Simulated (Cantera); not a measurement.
A Cantera script and its output.

```python
import numpy as np
import cantera as ct

gas = ct.Solution("gri30.yaml")
gas.TPX = 1300, 25000, {'CO': 1, 'H2': 0.066, 'O2': 0.586, 'N2': 6.44}
reactor = ct.IdealGasConstPressureReactor(gas, energy="on", clone=False)
net = ct.ReactorNet([reactor])
net.rtol, net.atol = 1e-08, 1e-16
show = ['CO', 'H2', 'O2', 'H', 'N2O', 'NO2', 'O']
times = np.geomspace(5e-06, 0.3, 11)

steps = ct.SolutionArray(gas, extra=["t"])
rows = []
print(f"{'t/s':>10s}{'T/K':>9s}{'P/Pa':>11s}" + "".join(f"{s:>11s}" for s in show))
for t in times:
    while net.time < t:
        t_next = net.step()
        steps.append(gas.state, t=t_next)
    rows.append([np.interp(t, steps.t, y) for y in (steps.T, steps.P, *steps(*show).X.T)])
    print(f"{t:10.3e}{rows[-1][0]:9.1f}{rows[-1][1]:11.4g}" + "".join(f"{x:11.3e}" for x in rows[-1][2:]))
rate = np.gradient(steps.T, steps.t)
print("integrator steps:", len(steps.t))
if steps.T.max() > steps.T[0] + 200:
    print(f"time of steepest temperature rise: {steps.t[rate.argmax()]:.4e} s")
gas.TPX = 1300, 25000, {'CO': 1, 'H2': 0.066, 'O2': 0.586, 'N2': 6.44}
gas.equilibrate("HP")
print(f"equilibrium (HP): T = {gas.T:.1f} K  " + "  ".join(f"{s} {gas[s].X[0]:.3e}" for s in show))
```

Output:

```
       t/s      T/K       P/Pa         CO         H2         O2          H        N2O        NO2          O
 5.000e-06   1300.0    2.5e+04  1.236e-01  8.156e-03  7.242e-02  3.732e-10  4.161e-16  2.025e-27  2.327e-09
 1.502e-05   1300.0    2.5e+04  1.236e-01  8.156e-03  7.242e-02  1.803e-09  2.596e-15  1.027e-25  6.834e-09
 4.514e-05   1300.0    2.5e+04  1.236e-01  8.156e-03  7.242e-02  1.311e-08  2.087e-14  7.323e-24  2.355e-08
 1.356e-04   1300.0    2.5e+04  1.236e-01  8.156e-03  7.242e-02  2.385e-07  3.995e-13  1.659e-21  2.841e-07
 4.076e-04   1300.7    2.5e+04  1.232e-01  7.705e-03  7.186e-02  2.906e-04  5.022e-10  2.733e-14  3.321e-04
 1.225e-03   1439.2    2.5e+04  8.185e-02  4.257e-04  3.951e-02  1.016e-02  1.028e-07  9.695e-10  2.109e-02
 3.680e-03   1684.0    2.5e+04  5.817e-02  6.793e-04  2.963e-02  8.222e-03  8.731e-08  5.166e-09  1.622e-02
 1.106e-02   1896.7    2.5e+04  4.488e-02  6.572e-04  2.603e-02  3.194e-03  9.448e-08  1.070e-08  7.533e-03
 3.323e-02   2051.1    2.5e+04  3.115e-02  4.405e-04  2.076e-02  1.081e-03  1.054e-07  3.114e-08  3.183e-03
 9.984e-02   2153.0    2.5e+04  2.002e-02  2.645e-04  1.578e-02  3.652e-04  1.036e-07  1.080e-07  1.307e-03
 3.000e-01   2200.5    2.5e+04  1.414e-02  1.801e-04  1.271e-02  1.708e-04  9.021e-08  2.546e-07  6.882e-04
integrator steps: 1276
time of steepest temperature rise: 6.1793e-04 s
equilibrium (HP): T = 2203.0 K  CO 1.347e-02  H2 1.715e-04  O2 1.171e-02  H 1.511e-04  N2O 8.977e-08  NO2 4.662e-07  O 6.000e-04
```

Detailed kinetics in Cantera: GRI-Mech 3.0 (53 species, 325 reactions).
